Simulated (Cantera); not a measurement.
A perfectly stirred reactor is fed with NH3 : N2 = 1 : 0.59 (molar parts), at 0.0217 atm; it is held at 2298 K, and followed from long to short residence time.

Computed with Cantera and the gas-phase N/H chemistry of the illustrative SiF4/NH3 mechanism in the Surface Chemkin manual (1991). Walls and surfaces, which speed up NH3 decomposition in real reactors, are not modelled.

x: mole fraction; the columns are a selection and need not sum to one.

| τ (s) | x NH3 | x N2H2 | x NH2 | x N2H4 | x N | x H2 |
|---|---|---|---|---|---|---|
| 17 | 0.000115 | 5.17e-9 | 1.74e-5 | <1e-12 | 4.11e-5 | 0.558 |
| 6.9 | 0.00220 | 5.57e-8 | 9.02e-5 | 1.02e-11 | 1.52e-5 | 0.571 |
| 2.9 | 0.0105 | 1.97e-7 | 0.000222 | 6.20e-11 | 9.88e-6 | 0.566 |
| 1.2 | 0.0291 | 5.41e-7 | 0.000429 | 2.32e-10 | 9.00e-6 | 0.550 |
| 0.50 | 0.0672 | 1.35e-6 | 0.000759 | 7.25e-10 | 8.89e-6 | 0.515 |
| 0.21 | … | … | … | … | 8.77e-6 | … |
| 0.087 | 0.251 | 6.41e-6 | 0.00193 | 4.70e-9 | 8.17e-6 | 0.346 |
| 0.036 | … | … | … | … | … | … |
| 0.015 | 0.501 | 1.53e-5 | 0.00340 | 1.45e-8 | 4.49e-6 | 0.116 |
| 0.0063 | 0.570 | 1.71e-5 | 0.00391 | 1.92e-8 | 2.23e-6 | 0.0516 |

Q: Some entries are withheld; supply them.

A: 
- 0.21, x NH3: 0.138
- 0.21, x N2H2: 3.10e-6
- 0.21, x NH2: 0.00126
- 0.21, x N2H4: 1.98e-9
- 0.21, x H2: 0.450
- 0.036, x NH3: 0.387
- 0.036, x N2H2: 1.10e-5
- 0.036, x NH2: 0.00269
- 0.036, x N2H4: 9.13e-9
- 0.036, x N: 6.73e-6
- 0.036, x H2: 0.220
